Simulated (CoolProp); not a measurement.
A closed Brayton cycle with dry air: compressor inlet 320.15 K and 5.8 MPa, high pressure 15.4 MPa, turbine inlet 765 K, compressor efficiency 0.85, turbine efficiency 0.93, recuperator effectiveness 0.9 (on enthalpy, no pinch check). Each further row changes one setting.

Values from CoolProp's reference Helmholtz-energy equation of state, Lemmon 2000. It is a pseudo-pure fit of the blend.

```json
[
 {"case": "as stated", "thermal efficiency (%)": "28.0", "net work (kJ/kg)": "57.0", "compressor to turbine work": "0.69", "compressor exit (K)": "442.5", "turbine exit (K)": "600.2"},
 {"case": "turbine inlet 715 K", "thermal efficiency (%)": "?", "net work (kJ/kg)": "45.0", "compressor to turbine work": "0.74", "compressor exit (K)": "442.5", "turbine exit (K)": "559.4"},
 {"case": "compressor inlet 330.15 K", "thermal efficiency (%)": "?", "net work (kJ/kg)": "52.8", "compressor to turbine work": "0.71", "compressor exit (K)": "456.1", "turbine exit (K)": "600.2"},
 {"case": "high pressure 13.1 MPa", "thermal efficiency (%)": "29.4", "net work (kJ/kg)": "53.4", "compressor to turbine work": "0.66", "compressor exit (K)": "419.8", "turbine exit (K)": "?"},
 {"case": "recuperator effectiveness 0.5", "thermal efficiency (%)": "21.1", "net work (kJ/kg)": "57.0", "compressor to turbine work": "0.69", "compressor exit (K)": "442.5", "turbine exit (K)": "600.2"}
]
```

Q: Some entries are withheld; supply them.

A: 
- turbine inlet 715 K, thermal efficiency (%): 24.0
- compressor inlet 330.15 K, thermal efficiency (%): 26.2
- high pressure 13.1 MPa, turbine exit (K): 625.0
